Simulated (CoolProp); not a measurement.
Dimethyl carbonate along the isobar 19100 kPa: Z from the reference equation and from simpler models built on Tc = 283.9 °C, pc = 4909 kPa, ω = 0.346; each cubic takes its own stable root.

Model: reference Helmholtz-energy equation of state, Zhou 2011, in CoolProp.

```csv
T (°C),phase,reference,van der Waals,Soave-Redlich-Kwong,Peng-Robinson
125.55,liquid,0.5436,0.8709,0.6004,0.5338
139.65,liquid,0.5353,0.8515,0.5906,0.5250
153.75,liquid,0.5282,0.8338,0.5823,0.5176
167.75,liquid,0.5222,0.8178,0.5755,0.5117
181.85,liquid,0.5172,0.8032,0.5702,0.5071
195.95,liquid,0.5132,0.7898,0.5664,0.5040
210.05,liquid,0.5103,0.7778,0.5641,0.5023
224.05,liquid,0.5086,0.7670,0.5633,0.5020
238.15,liquid,0.5080,0.7573,0.5641,0.5033
252.25,liquid,0.5087,0.7486,0.5666,0.5063
```
